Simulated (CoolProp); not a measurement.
Computed with CoolProp (reference Helmholtz-energy equation of state, Thol 2016).

Problem. Give the vapour pressure (bar), liquid density (kg/m³), enthalpy of vaporisation (kJ/kg), surface tension (mN/m) of saturated R1234ze(E) at 202.9, 250.2, 285.8 K.

Solution. 
| T (K) | p (bar) | liquid density (kg/m³) | enthalpy of vaporisation (kJ/kg) | surface tension (mN/m) |
|---|---|---|---|---|
| 202.9 | 0.0542 | 1430 | 223 | 29.4 |
| 250.2 | 0.849 | 1300 | 198 | 16.6 |
| 285.8 | 3.37 | 1200 | 176 | 10.7 |

Surface tension comes from a separate correlation (Mulero 2014).
